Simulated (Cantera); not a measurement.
**Thermodynamics of iron carbonyl, mercury and lead vapours, feed Pb + CO + H₂**

Charge: 1 mol Pb, 0.59 mol CO, 38 mol H₂, held at 1.10 bar.

Equilibrium computed with Cantera from the NASA thermochemical tables; the gas is ideal and each condensed phase is pure. Candidate condensed phases: C, C₆H₆, C₇H₈, C₈H₁₈, H₂O, Pb, PbO, PbO₂, Pb₃O₄; 113 gas species. Equilibrium is a limit: real reactors are often held back by kinetics, nucleation or transport.

```csv
T (K),x H₂,x Pb,x CO,x CH₄,x H₂O,n Pb(l)
1048,0.975,4.06e-5,0.00652,0.00897,0.00890,0.998
1098,0.978,0.000106,0.00940,0.00601,0.00595,0.996
1148,0.980,0.000255,0.0115,0.00389,0.00385,0.990
1198,0.982,0.000567,0.0128,0.00251,0.00249,0.978
1248,0.982,0.00118,0.0137,0.00165,0.00163,0.954
1298,0.981,0.00232,0.0142,0.00110,0.00109,0.910
1348,0.980,0.00434,0.0145,0.000752,0.000746,0.832
1398,0.977,0.00775,0.0147,0.000524,0.000521,0.699
1448,0.971,0.0133,0.0147,0.000373,0.000370,0.481
1498,0.963,0.0219,0.0147,0.000268,0.000267,0.136
```
x: gas mole fraction; n: condensed amount in mol.

From 1048 K to 1498 K the condensed part is Pb(l). The main Pb-bearing gas is Pb throughout. The share of Pb in condensed phases is highest at 1048 K (99.8 %) and lowest at 1498 K (13.6 %).
